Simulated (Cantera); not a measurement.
Mixture: 40.3 % H2, 12.6 % O2, 47.1 % N2, equivalence ratio 1.6, at 3600 Torr, adiabatic and at constant volume. Ignition delay is the time to a rise of 400 K.

Detailed kinetics in Cantera: the H2/O2 subset of GRI-Mech 3.0, which has no nitrogen chemistry. The hydrogen kinetics of GRI-Mech 3.0 are dated; newer H2 mechanisms differ, most at raised pressure.

Task: Predict: delay at 1125 K; delay at 1175 K; delay at 1225 K; delay at 1275 K; delay at 1325 K; delay at 1375 K; apparent activation energy between 1275 and 1375 K.

Result: 
```
Quantity                                                Value
--------------------------------------------------  ---------
delay at 1125 K                                      0.140 ms
delay at 1175 K                                       24.8 µs
delay at 1225 K                                       12.6 µs
delay at 1275 K                                       8.26 µs
delay at 1325 K                                       6.03 µs
delay at 1375 K                                       4.68 µs
apparent activation energy between 1275 and 1375 K  83 kJ/mol
```
